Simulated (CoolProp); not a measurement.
A single-stage vapour-compression cycle with R245ca: evaporating at 256.15 K (dew point), condensing at 315.15 K (bubble point), superheat 8 K, subcooling 5 K, compressor efficiency 0.8, no pressure losses. Each further row changes one setting.

The numbers come from the reference Helmholtz-energy equation of state, Zhou 2016 in CoolProp.

| case | cooling COP | pressure ratio | discharge temperature (K) | refrigerating effect (kJ/kg) | volumetric capacity (kJ/m³) |
|---|---|---|---|---|---|
| as stated | 2.83 | 13.2 | 331.6 | 161 | 139 |
| evaporating temperature 261.15 K | 3.23 | 10.0 | 329.7 | ___ | ___ |
| condensing temperature 310.15 K | 3.18 | 11.1 | ___ | 168 | 145 |
| subcooling 10 K | 2.95 | 13.2 | 331.6 | 168 | 145 |
| superheat 18 K | 2.87 | 13.2 | ___ | 169 | ___ |
| compressor efficiency 0.7 | ___ | 13.2 | 339.7 | 161 | 139 |

Question: What belongs in the gaps?

Answer: 
- evaporating temperature 261.15 K, refrigerating effect (kJ/kg): 165
- evaporating temperature 261.15 K, volumetric capacity (kJ/m³): 185
- condensing temperature 310.15 K, discharge temperature (K): 326.8
- superheat 18 K, discharge temperature (K): 342.0
- superheat 18 K, volumetric capacity (kJ/m³): 141
- compressor efficiency 0.7, cooling COP: 2.48
